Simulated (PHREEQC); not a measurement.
A solution holds 7.3 mmol/kgw BaCl2, at 87 °C. Closed to the air; pH follows from the charge balance.

All values are PHREEQC results (ion-association model, phreeqc.dat), not measurements.

This is a speciation only: nothing precipitates in the calculation.

Q: Predict the specific conductance.

A: specific conductance 4760 µS/cm.

Species that the database lacks are ignored. Away from 25 °C the constants follow the database's enthalpies or fits; those with neither stay at their 25 °C values.
